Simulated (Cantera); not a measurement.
Feed: 1 mol Si, 2.5 mol HCl, 0.85 mol H₂, 1.3 mol Cl₂, at 752 °C and 1.10 bar.

Method: chemical equilibrium by Gibbs-energy minimisation in Cantera with the NASA 1993 tables (ideal gas, pure condensed phases). The tables' values for SiCl₃ are old estimates; treat these amounts as uncertain. Kinetics and transport are ignored.

| species | before | after |
|---|---|---|
| H₂ | 0.421 | 0.558 |
| SiCl₄ | 0.271 | 0.350 |
| HCl | 0.305 | 0.0649 |
| SiHCl₃ | 0.00322 | 0.0259 |
| SiH₂Cl₂ | 4.24e-6 | 0.000212 |
| SiCl₂ | 9.76e-7 | 3.69e-5 |
| SiCl₃ | 0.000112 | 0.000786 |
Gas species are given as mole fractions.

Problem. What was changed between the two runs?
A. Cl₂ from 1.3 to 1.1 mol
B. temperature from 752 °C to 1127 °C
C. temperature from 752 °C to 302 °C
D. HCl from 2.5 to 1.5 mol

Solution. D, HCl from 2.5 to 1.5 mol
